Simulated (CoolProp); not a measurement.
The fluid at 350.82 K and 1.18 MPa flows at 0.095 m/s in a round tube of 10 mm bore and 1.5 µm roughness, fully developed (64/Re and Nu = 3.66 if laminar; Colebrook and Gnielinski if turbulent). The same conditions are run with several fluids, on thermodynamics alone (safety and materials aside).

Computed with CoolProp (reference Helmholtz-energy equation of state of each fluid (n-pentane: Thol 2019; ethylbenzene: Zhou 2012; R11: Jacobsen 1992; ethanol: Schroeder 2014)).

Task: Rank n-pentane, ethylbenzene, R11, ethanol by Reynolds number, highest first.

Result: n-pentane (4980), R11 (4740), ethylbenzene (2100), ethanol (1560)

```csv
fluid,Darcy friction factor,pressure drop (Pa/m),heat-transfer coefficient (W/(m² K)),mass flow (kg/h)
n-pentane,0.0376,9.61,272,15.2
ethylbenzene,0.0305,11.3,42.2,21.9
R11,0.0381,23.1,211,36.1
ethanol,0.0410,13.7,56.7,19.8
```

Transport values come from each fluid's own correlations; those of n-pentane, ethylbenzene, R11 are estimates that may be off by 10 % or more.
